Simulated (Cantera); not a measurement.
## Chemical vapour transport: TiO2 + H2O

Input: 1 mol TiO2, 0.012 mol H2O, at 1300 K and 1900 Pa.

Cantera equilibrium calculation (NASA polynomials, part measured and part estimated; ideal gas, pure solids and liquids). Candidate condensed phases: H2O, Ti, TiO, TiO2, Ti2O3, Ti3O5, Ti4O7; 12 gas species. Gases not in the tables: TiO(OH)2. Kinetics and transport are ignored.

```json
{
 "x(H2O)": "1.000",
 "x(H2)": "9.44e-5",
 "x(O2)": "4.45e-5",
 "x(OH)": "1.08e-5",
 "n(TiO2(rutile))": "1.00 mol",
 "gas_amount": "0.01200 mol",
 "log10 activity of Ti4O7(s) (absent)": "-6.55",
 "log10 activity of Ti3O5(s) (absent)": "-6.72",
 "log10 activity of Ti2O3(s) (absent)": "-7.19"
}
```
